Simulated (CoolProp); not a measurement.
Vapour-liquid equilibrium of cyclohexane (1) + n-octane (2) at 0.0252 MPa; x and y are mole fractions of (1).

Model: multi-fluid Helmholtz-energy mixture model, Zhou 2014 and Beckmüller 2019; pair parameters Bell 2016, in CoolProp.

```tsv
x	bubble temperature (K)	y at the bubble point	dew temperature at overall composition x (K)	liquid density (mol/L)
0.05	351.1	0.181	[?]	5.827
0.2	340.9	[?]	[?]	6.228
0.35	333.2	0.725	[?]	6.651
0.5	327.1	0.837	342.1	7.108
0.65	322.3	0.907	336.5	7.608
0.8	318.2	0.955	329.3	8.165
0.95	314.8	0.990	318.7	8.792
```

### Question
What belongs in the gaps?

### Answer

- 0.05, dew temperature at overall composition x (K): 354.1
- 0.2, y at the bubble point: 0.534
- 0.2, dew temperature at overall composition x (K): 350.7
- 0.35, dew temperature at overall composition x (K): 346.7

No azeotrope shows between x = 0.05 and 0.95.

The pair parameters rest on a limited set of measurements; away from them the model extrapolates.
